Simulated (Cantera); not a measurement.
Ignition delay

Mixture: 6.38 % CH₄, 19.6 % O₂, 74.0 % N₂, at 0.680 bar, adiabatic and at constant volume. Ignition delay is the time to a rise of 400 K.

Model: GRI-Mech 3.0 (53 species, 325 reactions), integrated in Cantera.

| T0 (K) | delay (ms) |
|---|---|
| 1075 | 348 |
| 1125 | 153 |
| 1175 | 70.5 |
| 1225 | 33.9 |
| 1275 | 17.0 |
| 1325 | 8.87 |
| 1375 | 4.85 |
| 1425 | 2.77 |
| 1475 | 1.66 |
| 1525 | 1.05 |

The apparent activation energy between 1425 and 1525 K is 180 kJ/mol.
